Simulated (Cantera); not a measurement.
A freely propagating, adiabatic, planar premixed flame of 7.68 % CH4, 2.61 % C2H6, 18.8 % O2, 70.9 % N2, equivalence ratio 1.3, unburnt at 548 K and 1.01 bar; mixture-averaged transport, grid criteria slope 0.08 and curve 0.16, no radiation.

Model: GRI-Mech 3.0 (53 species, 325 reactions), integrated in Cantera. Burning velocities carry a grid error of a few per cent, more on coarse grids.

x: mole fraction of selected species; z is measured from the peak of heat release.

```json
[
 {"z (mm)": "-1.09", "T (K)": "548", "u (m/s)": "0.909", "x CH4": "0.0766", "x C2H6": "0.0261", "x O2": "0.188", "x CH3": "<1e-8", "x CH2CO": "<1e-8", "x CH2O": "1.90e-7"},
 {"z (mm)": "-0.726", "T (K)": "551", "u (m/s)": "0.918", "x CH4": "0.0761", "x C2H6": "0.0259", "x O2": "0.187", "x CH3": "2.63e-8", "x CH2CO": "1.01e-7", "x CH2O": "2.77e-6"},
 {"z (mm)": "-0.544", "T (K)": "564", "u (m/s)": "0.944", "x CH4": "0.0751", "x C2H6": "0.0258", "x O2": "0.185", "x CH3": "[?]", "x CH2CO": "[?]", "x CH2O": "[?]"},
 {"z (mm)": "-0.363", "T (K)": "651", "u (m/s)": "1.10", "x CH4": "0.0706", "x C2H6": "0.0247", "x O2": "0.177", "x CH3": "5.47e-6", "x CH2CO": "1.49e-5", "x CH2O": "0.000217"},
 {"z (mm)": "-0.181", "T (K)": "1097", "u (m/s)": "1.91", "x CH4": "0.0502", "x C2H6": "0.0165", "x O2": "0.136", "x CH3": "0.000591", "x CH2CO": "0.000240", "x CH2O": "0.00144"},
 {"z (mm)": "-0.0907", "T (K)": "1503", "u (m/s)": "2.67", "x CH4": "0.0295", "x C2H6": "0.00626", "x O2": "0.0911", "x CH3": "0.00311", "x CH2CO": "0.000593", "x CH2O": "0.00148"},
 {"z (mm)": "0", "T (K)": "1863", "u (m/s)": "3.35", "x CH4": "0.00903", "x C2H6": "0.000389", "x O2": "0.0441", "x CH3": "0.00370", "x CH2CO": "0.000448", "x CH2O": "0.000649"},
 {"z (mm)": "0.0907", "T (K)": "2036", "u (m/s)": "3.68", "x CH4": "0.00122", "x C2H6": "3.32e-6", "x O2": "0.0167", "x CH3": "0.00103", "x CH2CO": "7.96e-5", "x CH2O": "0.000164"},
 {"z (mm)": "0.181", "T (K)": "2087", "u (m/s)": "3.76", "x CH4": "0.000109", "x C2H6": "2.36e-8", "x O2": "0.00646", "x CH3": "0.000134", "x CH2CO": "7.44e-6", "x CH2O": "2.34e-5"},
 {"z (mm)": "0.363", "T (K)": "2113", "u (m/s)": "3.79", "x CH4": "9.83e-7", "x C2H6": "<1e-8", "x O2": "0.00217", "x CH3": "1.57e-6", "x CH2CO": "9.76e-8", "x CH2O": "3.01e-7"},
 {"z (mm)": "0.726", "T (K)": "2137", "u (m/s)": "3.82", "x CH4": "<1e-8", "x C2H6": "<1e-8", "x O2": "0.00134", "x CH3": "<1e-8", "x CH2CO": "<1e-8", "x CH2O": "<1e-8"},
 {"z (mm)": "1.45", "T (K)": "2166", "u (m/s)": "3.87", "x CH4": "<1e-8", "x C2H6": "<1e-8", "x O2": "0.000895", "x CH3": "<1e-8", "x CH2CO": "<1e-8", "x CH2O": "<1e-8"},
 {"z (mm)": "2.90", "T (K)": "2196", "u (m/s)": "3.91", "x CH4": "<1e-8", "x C2H6": "<1e-8", "x O2": "[?]", "x CH3": "<1e-8", "x CH2CO": "<1e-8", "x CH2O": "<1e-8"}
]
```

**Question.** Fill in the missing entries.

**Answer.** 
- -0.544, x CH3: 1.92e-7
- -0.544, x CH2CO: 9.95e-7
- -0.544, x CH2O: 2.12e-5
- 2.90, x O2: 0.000494
